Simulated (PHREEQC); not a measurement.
Consider water at 25 °C with 15 mmol/kgw CuCl2, 3.3 mmol/kgw HBF4 and 0.47 mmol/kgw NaCl. It is in equilibrium with CO2 at log p = 0 (atm). Otherwise closed; pH follows from the charge balance.

Computed with PHREEQC (ion-association model, wateq4f.dat).

Precipitation was switched off in this run.

Problem. What pH does the model give?

Solution. pH 2.54.

Problem. In which forms is B present?

Solution. BF4- 60 %, H3BO3 30 %, BF3OH- 6.7 %, BF2(OH)2- 2.7 % of the B.

Real BF4- forms and hydrolyses slowly; the run takes it at equilibrium.
